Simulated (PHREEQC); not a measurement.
Dissolve 6.3 mmol/kgw Cu(BF4)2 at 25 °C. Closed to the air; pH follows from the charge balance.

The numbers come from PHREEQC with the ion-association model, wateq4f.dat.

Precipitation was switched off in this run.

Problem. Estimate the pH, ionic strength.

Solution. pH 2.91; ionic strength 0.0200 mol/kgw.

Problem. In which forms is F present?

Solution. BF4- 80 %, HF 7.7 %, BF3OH- 5.7 %, F- 4.8 %, BF2(OH)2- 1.3 % of the F.

Real BF4- forms and hydrolyses slowly; the run takes it at equilibrium.
